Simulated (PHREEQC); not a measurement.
0.49 g of hydrous ferric oxide (600 m²/g; 0.2 weak and 0.005 strong sites per Fe, Dzombak-Morel constants, diffuse double layer) in 1 kg of water with 0.01 mol/kgw of an inert sodium salt and 0.0001 mol NaF and 0.00013 mol SrCl2, at 25 °C; the pH is set by adding NaOH or the inert anion's acid. Oxygen alone is held at its pressure in air (log pO2 = -0.68). CO2 from the air is kept out. Nothing may precipitate in this run.

The series has 13 steps of pH, from 3 to 9.

The numbers come from PHREEQC with the ion-association model, wateq4f.dat.

### Question
Near which pH is half of the F sorbed, and on which side is more sorbed?

### Answer
Near pH 6.4, with more sorbed at lower pH.

The oxide is taken as insoluble; below pH 4 it would dissolve.
